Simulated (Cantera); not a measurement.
A perfectly stirred reactor is fed with 12.0 % CH4, 18.5 % O2, 69.5 % N2, equivalence ratio 1.3, at 4.05 atm; it is adiabatic with a 450 K inlet, and is followed from long to short residence time, starting on the burning branch (τ in s: 0.024, 0.0094, 0.0037, 0.0015, 0.00057, 0.00022, 8.8e-05, 3.5e-05, 1.4e-05).

Cantera simulation using GRI-Mech 3.0 (53 species, 325 reactions); the numbers are that mechanism's predictions, not measurements.

x: mole fraction; the columns are a selection and need not sum to one.

| τ (s) | T (K) | x CH4 | x O2 | x NO | x C2H4 | x HO2 |
|---|---|---|---|---|---|---|
| 0.024 | 2161 | 0.000132 | 0.000144 | 0.000181 | 1.75e-7 | 5.11e-8 |
| 0.0094 | 2158 | 0.000231 | 0.000302 | 0.000209 | 6.32e-7 | 1.17e-7 |
| 0.0037 | 2153 | 0.000386 | 0.000628 | 0.000225 | 2.05e-6 | 2.74e-7 |
| 0.0015 | 2144 | 0.000613 | 0.00126 | 0.000224 | 5.84e-6 | 6.46e-7 |
| 0.00057 | 2125 | ___ | ___ | ___ | ___ | ___ |
| 0.00022 | 2083 | 0.00201 | 0.00623 | 0.000122 | 6.01e-5 | 4.97e-6 |
| 8.8e-5 | 450 | 0.120 | 0.185 | <1e-12 | <1e-12 | <1e-12 |
| 3.5e-5 | 450 | 0.120 | 0.185 | <1e-12 | <1e-12 | <1e-12 |
| 1.4e-5 | 450 | 0.120 | 0.185 | <1e-12 | <1e-12 | <1e-12 |

Task: What belongs in the gaps?

Result: 
- 0.00057, x CH4: 0.00103
- 0.00057, x O2: 0.00269
- 0.00057, x NO: 0.000196
- 0.00057, x C2H4: 1.74e-5
- 0.00057, x HO2: 1.69e-6
